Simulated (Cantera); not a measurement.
A Cantera script and what it prints.

```python
import numpy as np
import cantera as ct

gas_names = [...]  # 118 gases of nasa_gas.yaml made of C, Cl, F, H
cond_names = """
    C(gr) C6H6(L) C7H8(L) C8H18(L),n-octa
""".split()


# ... load() reads the species with a 1 bar reference pressure and builds the phases ...
atoms = {
    'C2F6': {'C': 2, 'F': 6},
    'HCl': {'H': 1, 'CL': 1},
}
top_T = {'C(gr)': 4500}  # K; cautious upper limits of use, not melting points


# ... equilibrate(T, P, feed) seeds the gas with the atoms and calls Mixture.equilibrate('TP', solver="vcs", rtol=1e-11, max_steps=5000) ...
results = []
feed = {'C2F6': 1, 'HCl': 0.086}  # mol
T = 1525  # K
for P in [1, 6.8, 46, 320, 2200, 15000, 100000]:
    mix = equilibrate(T, P, feed)
    results.append((T, P, feed, dict(zip(mix.species_names, mix.species_moles))))
    x = sorted(zip(gas.X, gas.species_names), reverse=True)
    print(f"T = {T:g} K  P = {P:g} Pa  gas = {mix.phase_moles(0):.4g} mol")
    print("   x: " + "  ".join(f"{s} {v:.3e}" for v, s in x if v > 0.001))
    print("   condensed (mol): " + ("  ".join(f"{mix.phase(i).name} {mix.phase_moles(i):.4g}"
          for i in range(1, mix.n_phases) if mix.phase_moles(i) > 1e-12) or "none"))
```

It prints:

```
T = 1525 K  P = 1 Pa  gas = 1.687 mol
   x: CF4 8.630e-01  HF 5.099e-02  CL 5.095e-02  CF2 1.812e-02  F 1.621e-02
   condensed (mol): C(gr) 0.5128
T = 1525 K  P = 6.8 Pa  gas = 1.661 mol
   x: CF4 8.852e-01  HF 5.174e-02  CL 5.159e-02  CF2 7.038e-03  F 3.874e-03
   condensed (mol): C(gr) 0.517
T = 1525 K  P = 46 Pa  gas = 1.653 mol
   x: CF4 8.924e-01  HF 5.191e-02  CL 5.109e-02  CF2 2.717e-03
   condensed (mol): C(gr) 0.5194
T = 1525 K  P = 320 Pa  gas = 1.647 mol
   x: CF4 8.961e-01  HF 5.175e-02  CL 4.749e-02  CL2 1.519e-03  CCLF3 1.199e-03  CF2 1.032e-03
   condensed (mol): C(gr) 0.52
T = 1525 K  P = 2200 Pa  gas = 1.635 mol
   x: CF4 9.016e-01  HF 5.115e-02  CL 3.556e-02  CL2 5.855e-03  CCLF3 3.828e-03  HCL 1.458e-03
   condensed (mol): C(gr) 0.519
T = 1525 K  P = 15000 Pa  gas = 1.618 mol
   x: CF4 9.079e-01  HF 4.997e-02  CL 1.883e-02  CL2 1.119e-02  CCLF3 8.599e-03  HCL 3.177e-03
   condensed (mol): C(gr) 0.5165
T = 1525 K  P = 100000 Pa  gas = 1.606 mol
   x: CF4 9.109e-01  HF 4.831e-02  CCLF3 1.475e-02  CL2 1.269e-02  CL 7.767e-03  HCL 5.251e-03
   condensed (mol): C(gr) 0.5133
```

These are equilibrium values from Cantera (NASA tables, ideal gas, pure condensed phases), not measurements of a reactor. The feed counts by its element totals alone. Gases not in the tables: C2F6 and larger saturated fluorocarbons.
